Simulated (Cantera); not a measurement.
A Cantera script and what it prints.

```python
import numpy as np
import cantera as ct

gas_names = """
    O2 Br2
""".split()
cond_names = """
    Ca(b) CaBr2(L) CaO(s)
""".split()


def load(file, names, dense=False):
    # The tables refer to 1 bar. Condensed volumes are neglected.
    table = {s.name: s for s in ct.Species.list_from_file(file)}
    out = []
    for n in names:
        d = dict(table[n].input_data)
        d["thermo"] = dict(d["thermo"], **{"reference-pressure": 1e5})
        if dense:
            d["equation-of-state"] = {"model": "constant-volume", "density": "1e6 g/cm^3"}
        out.append(ct.Species.from_dict(d))
    return out


species = {s.name: s for s in load("nasa_gas.yaml", gas_names) + load("nasa_condensed.yaml", cond_names)}
T = 1050
g = {n: (s.thermo.h(T) - T * s.thermo.s(T)) / (ct.gas_constant * T * np.log(10)) for n, s in species.items()}
valid = cond_names  # the entries whose range holds T


def stable(la, lb):
    # potentials (over RT ln 10) of the two non-metals from log10 p(O2) and log10 p(Br2) in bar
    mu = {}
    mu["O"] = (g["O2"] + la) / 2
    mu["Br"] = (g["Br2"] + lb) / 2
    cost = {}
    for n in valid:
        c = species[n].composition
        cost[n] = (g[n] - sum(c.get(e, 0) * m for e, m in mu.items())) / c["Ca"]
    return min(cost, key=cost.get)


results = []
for lb in [0, -1.2, -2.5, -3.7, -4.9, -6.2, -7.4, -8.6, -9.8, -11.1, -12.3, -13.5, -14.8, -16]:
    row = [stable(la, lb) for la in [-27, -25.8, -24.5, -23.3, -22.1, -20.9, -19.6, -18.4, -17.2, -16, -14.7, -13.5, -12.3, -11, -9.8, -8.6, -7.4, -6.1, -4.9, -3.7, -2.5, -1.2, 0]]
    results.append(row)
    print(f"{lb:6.1f}  " + " ".join(f"{valid.index(n):x}" for n in row))
print("key: " + ", ".join(f"{i:x} {n}" for i, n in enumerate(valid)))
```

It prints:

```
   0.0  1 1 1 1 1 1 1 1 1 1 1 1 1 1 1 1 1 1 1 1 1 1 1
  -1.2  1 1 1 1 1 1 1 1 1 1 1 1 1 1 1 1 1 1 1 1 1 1 1
  -2.5  1 1 1 1 1 1 1 1 1 1 1 1 1 1 1 1 1 1 1 1 1 2 2
  -3.7  1 1 1 1 1 1 1 1 1 1 1 1 1 1 1 1 1 1 1 2 2 2 2
  -4.9  1 1 1 1 1 1 1 1 1 1 1 1 1 1 1 1 1 2 2 2 2 2 2
  -6.2  1 1 1 1 1 1 1 1 1 1 1 1 1 1 1 2 2 2 2 2 2 2 2
  -7.4  1 1 1 1 1 1 1 1 1 1 1 1 1 2 2 2 2 2 2 2 2 2 2
  -8.6  1 1 1 1 1 1 1 1 1 1 1 2 2 2 2 2 2 2 2 2 2 2 2
  -9.8  1 1 1 1 1 1 1 1 1 2 2 2 2 2 2 2 2 2 2 2 2 2 2
 -11.1  1 1 1 1 1 1 1 2 2 2 2 2 2 2 2 2 2 2 2 2 2 2 2
 -12.3  1 1 1 1 1 2 2 2 2 2 2 2 2 2 2 2 2 2 2 2 2 2 2
 -13.5  1 1 1 2 2 2 2 2 2 2 2 2 2 2 2 2 2 2 2 2 2 2 2
 -14.8  1 2 2 2 2 2 2 2 2 2 2 2 2 2 2 2 2 2 2 2 2 2 2
 -16.0  2 2 2 2 2 2 2 2 2 2 2 2 2 2 2 2 2 2 2 2 2 2 2
key: 0 Ca(b), 1 CaBr2(L), 2 CaO(s)
```

Standard-state values (1 bar) from the NASA 1993 polynomials, evaluated with Cantera. Not in the tables: oxide halides.
